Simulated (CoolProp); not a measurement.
A single-stage vapour-compression cycle with fluoroethane (R161): evaporating at 226.15 K (dew point), condensing at 288.15 K (bubble point), superheat 5 K, subcooling 0 K, compressor efficiency 0.85, no pressure losses. Each further row changes one setting.

Values from CoolProp's reference Helmholtz-energy equation of state, Wu 2012.

```csv
case,cooling COP,pressure ratio,discharge temperature (K),refrigerating effect (kJ/kg),volumetric capacity (kJ/m³)
as stated,2.40,10.8,347.1,312,514
evaporating temperature 231.15 K,2.73,8.47,340.9,317,656
condensing temperature 283.15 K,2.68,9.33,339.4,323,532
subcooling 5 K,2.49,10.8,347.1,323,532
superheat 15 K,2.38,10.8,358.0,323,508
compressor efficiency 0.75,2.12,10.8,358.7,312,514
```
